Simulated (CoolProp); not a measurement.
Aqueous calcium chloride as a coolant, 17 % by mass, freezing at -13.7 °C, 1 atm.

The numbers come from the Melinder's fits for secondary coolants in CoolProp.

```tsv
T (°C)	density (kg/m³)	Prandtl number	cp (kJ/(kg K))	conductivity (W/(m K))
-9.8	1157	22.6	3.163	0.534
-3.2	1155	18.1	3.183	0.544
3.3	1154	14.8	3.202	0.554
9.8	1154	12.2	3.220	0.563
16.4	1153	10.2	3.237	0.573
22.9	1151	8.72	3.253	0.583
29.4	1149	7.51	3.267	0.593
36	1146	6.52	3.281	0.603
```
